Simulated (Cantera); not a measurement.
A freely propagating, adiabatic, planar premixed flame of CO : H2 : O2 : N2 : CO2 = 1 : 0.3 : 0.793 : 2.98 : 0.027 (molar parts), unburnt at 650 K and 4.93 atm; mixture-averaged transport, grid criteria slope 0.08 and curve 0.16, no radiation.

Computed with Cantera and GRI-Mech 3.0 (53 species, 325 reactions). The hydrogen kinetics of GRI-Mech 3.0 are dated; newer H2 mechanisms differ, most at raised pressure. Burning velocities carry a grid error of a few per cent, more on coarse grids.

Task: Predict: laminar burning velocity; thermal thickness; peak x(HO2).

Result: 
```
Quantity                    Result
------------------------  --------
laminar burning velocity  157 cm/s
thermal thickness         0.112 mm
peak x(HO2)               0.000495
```
